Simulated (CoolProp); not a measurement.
Model: reference Helmholtz-energy equation of state, Lemmon 2006, in CoolProp. It is a short technical equation, of lower accuracy than the large ones.

### Question
Give the vapour pressure (bar), liquid density (kg/m³), vapour density (kg/m³), enthalpy of vaporisation (kJ/kg) of saturated CH3F (R41) at -72.45, -37.65, -28.95 °C.

### Answer
| T (°C) | p (bar) | liquid density (kg/m³) | vapour density (kg/m³) | enthalpy of vaporisation (kJ/kg) |
|---|---|---|---|---|
| -72.45 | 1.39 | 869 | 2.99 | 479 |
| -37.65 | 6.26 | 788 | 12.5 | 422 |
| -28.95 | 8.50 | 766 | 17.0 | 405 |
